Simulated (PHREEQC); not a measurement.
Brine

A solution holds 4.5 mol KCl, 0.28 mol BaCl2 and 3.4e-05 mol H4SiO4 per kg of water, at 25 °C. Closed to the air; pH follows from the charge balance.

Computed with PHREEQC (Pitzer model, pitzer.dat).

No solid was allowed to form.

Q: What pH does the model give?

A: pH 6.65.

In brines, pH and single-ion activities rest on the MacInnes convention.
